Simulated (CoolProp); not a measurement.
Vapour-liquid equilibrium of chloromethane (R40) (1) + isobutene (2) at 331.3 K; x and y are mole fractions of (1).

Values from CoolProp's multi-fluid Helmholtz-energy mixture model, Thol 2014 and Lemmon 2005; pair parameters Bell 2016.

Question: Give the bubble pressure and the first vapour's composition at x = 0.35, 0.65, 0.95. Is there an azeotrope?

Answer: x = 0.35: 1.003 MPa, y = 0.474; x = 0.65: 1.180 MPa, y = 0.739; x = 0.95: 1.340 MPa, y = 0.964. No azeotrope shows between x = 0.05 and 0.95.

Pair parameters are fitted to limited data, so mixtures are less certain than the pure fluids.
